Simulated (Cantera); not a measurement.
What does this Cantera script print?

```python
import numpy as np
import cantera as ct

gas_names = """
    CL CL2 H HCL H2 Si SiCL SiCL2 SiCL3 SiCL4 SiH SiHCL3 SiH2 SiH2CL2 SiH3 SiH3CL SiH4 Si2 Si3
""".split()
cond_names = """
    Si(cr) Si(L)
""".split()


# ... load() reads the species with a 1 bar reference pressure and builds the phases ...
atoms = {
    'Si': {'Si': 1},
    'Cl2': {'CL': 2},
    'H2': {'H': 2},
}
top_T = {}  # K; cautious upper limits of use, not melting points


# ... equilibrate(T, P, feed) seeds the gas with the atoms and calls Mixture.equilibrate('TP', solver="vcs", rtol=1e-11, max_steps=5000) ...
results = []
feed = {'Si': 1, 'Cl2': 1.7, 'H2': 6.8}  # mol
T = 1225  # K
P = 10000  # Pa
mix = equilibrate(T, P, feed)
results.append((T, P, feed, dict(zip(mix.species_names, mix.species_moles))))
x = sorted(zip(gas.X, gas.species_names), reverse=True)
print(f"T = {T:g} K  P = {P:g} Pa  gas = {mix.phase_moles(0):.4g} mol")
print("   x: " + "  ".join(f"{s} {v:.3e}" for v, s in x if v > 0.001))
print("   condensed (mol): " + ("  ".join(f"{mix.phase(i).name} {mix.phase_moles(i):.4g}"
      for i in range(1, mix.n_phases) if mix.phase_moles(i) > 1e-12) or "none"))
```

It prints:

```
T = 1225 K  P = 10000 Pa  gas = 7.864 mol
   x: H2 8.152e-01  HCL 7.929e-02  SiCL4 5.626e-02  SiCL2 1.881e-02  SiHCL3 1.805e-02  SiCL3 1.157e-02
   condensed (mol): Si(cr) 0.1706
```

Method: chemical equilibrium by Gibbs-energy minimisation in Cantera with the NASA 1993 tables (ideal gas, pure condensed phases). The tables' values for SiCl3 are old estimates; treat these amounts as uncertain.
